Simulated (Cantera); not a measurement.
Input: 1 mol borazine, 0.34 mol O2, 6.9 mol H2, equilibrated at 2100 °C and 13300 Pa.

Cantera equilibrium calculation (NASA polynomials, part measured and part estimated; ideal gas, pure solids and liquids). Candidate condensed phases: B, BN, B2O3, B3O3H3, H2O; 39 gas species. The feed counts by its element totals alone. Mutual solubility and eutectic melting of coexisting phases are not modelled. The tables' values for BH2 are old estimates; treat these amounts as uncertain. Gases not in the tables: B2H6 and higher boranes. The numbers say what is thermodynamically allowed, not how fast it happens.

Base state: H2 0.807, N2 0.101, HBO 0.0358, H 0.0344, BO 0.0162, B2O2 0.00271, BH2 0.00222, B2O 0.000507 (mole fractions); condensed: B(l) + BN(s).

**Question.** What changes in the equilibrium state with this change: O2 from 0.34 to 0.12 mol?

**Answer.** 
```
species       before     after
----------  --------  --------
H2             0.807     0.841
N2             0.101     0.101
H             0.0344    0.0351
HBO           0.0358    0.0139
BO            0.0162   0.00615
B2O3         1.62e-5   8.91e-7
B2O2         0.00271  0.000391
HBO2         3.50e-5   5.17e-6
B2O         0.000507  0.000193
B(l), mol       1.65      2.03
BN(s), mol     0.640     0.704
```

**Question.** What changes in the equilibrium state with this change: O2 from 0.34 to 0.13 mol?

**Answer.** 
| species | before | after |
|---|---|---|
| H2 | 0.807 | 0.839 |
| N2 | 0.101 | 0.101 |
| H | 0.0344 | 0.0350 |
| HBO | 0.0358 | 0.0150 |
| BO | 0.0162 | 0.00664 |
| B2O3 | 1.62e-5 | 1.12e-6 |
| B2O2 | 0.00271 | 0.000456 |
| HBO2 | 3.50e-5 | 6.02e-6 |
| B2O | 0.000507 | 0.000208 |
| B(l), mol | 1.65 | 2.01 |
| BN(s), mol | 0.640 | 0.701 |

**Question.** What changes in the equilibrium state with this change: H2 from 6.9 to 90 mol?

**Answer.** 
```tsv
species	before	after
H2	0.807	0.938
H	0.0344	0.0370
N2	0.101	0.0155
HBO	0.0358	0.00485
BO	0.0162	0.00203
B2O3	1.62e-5	3.21e-8
B2O2	0.00271	4.27e-5
HBO2	3.50e-5	5.95e-7
B(l), mol	1.65	2.04
BN(s), mol	0.640	0
```
